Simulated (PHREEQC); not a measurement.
Make-up at 25 °C: 76 mmol/kgw HCl, 8.7 mmol/kgw ZnSO4 and 0.046 mmol/kgw Na2SO4. Closed to the air; pH follows from the charge balance.

The numbers come from PHREEQC with the ion-association model, phreeqc.dat.

**Question.** The ionic strength comes out as 0.0955 mol/kgw. What activity coefficients do ZnCl3-, Cl-, H+, SO4-2, Na+ get?

**Answer.** ZnCl3- 0.77, Cl- 0.77, H+ 0.83, SO4-2 0.38, Na+ 0.79.

No solid was allowed to form.
